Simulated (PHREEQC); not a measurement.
# Alkaline etch or developer: speciation

Solution (25 °C): 0.57 mmol/kgw NH3 and 0.5 mmol/kgw H3BO3. Closed to the air; pH follows from the charge balance.

Equilibrium calculation in PHREEQC: ion-association model, phreeqc.dat.

No solid was allowed to form.

Question: Estimate the pH.

Answer: pH 9.27.

Question: In which forms is N present?

Answer: NH3 51 %, NH4+ 49 % of the N.

Species that the database lacks are ignored.
